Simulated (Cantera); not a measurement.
An isothermal, constant-pressure homogeneous reactor starts with NO : N2 = 1 : 0.68 (molar parts), at 1725 K and 0.0990 bar.

Model: GRI-Mech 3.0 (53 species, 325 reactions), integrated in Cantera.

Q: Predict: x(NO) at 200 s; x(O2) at 200 s; x(N2) at 200 s; x(O) at 200 s; x(NO2) at 200 s; x(N2O) at 200 s.

A: 
| Item | Value |
|---|---|
| x(NO) at 200 s | 0.0881 (gas-phase equilibrium 0.00358) |
| x(O2) at 200 s | 0.253 (gas-phase equilibrium 0.296) |
| x(N2) at 200 s | 0.658 (gas-phase equilibrium 0.701) |
| x(O) at 200 s | 9.39e-5 (gas-phase equilibrium 0.000101) |
| x(NO2) at 200 s | 8.97e-5 (gas-phase equilibrium 3.94e-6) |
| x(N2O) at 200 s | 2.55e-6 (gas-phase equilibrium 6.18e-8) |
